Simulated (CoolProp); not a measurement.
A single-stage vapour-compression cycle with cyclohexane: evaporating at 297.15 K (dew point), condensing at 335.15 K (bubble point), superheat 2 K, subcooling 2 K, compressor efficiency 0.6, no pressure losses. Each further row changes one setting.

Model: reference Helmholtz-energy equation of state, Zhou 2014, in CoolProp.

| case | cooling COP | pressure ratio | discharge temperature (K) | refrigerating effect (kJ/kg) | volumetric capacity (kJ/m³) |
|---|---|---|---|---|---|
| as stated | 4.23 | 4.47 | 354.7 | 326 | 138 |
| evaporating temperature 302.15 K | 5.04 | 3.58 | 351.7 | 332 | 173 |
| condensing temperature 330.15 K | 4.96 | 3.76 | 348.5 | 336 | 143 |
| subcooling 7 K | 4.36 | 4.47 | 354.7 | 336 | 143 |
| superheat 12 K | 4.26 | 4.47 | 364.4 | 339 | 139 |
| compressor efficiency 0.5 | 3.53 | 4.47 | 364.4 | 326 | 138 |
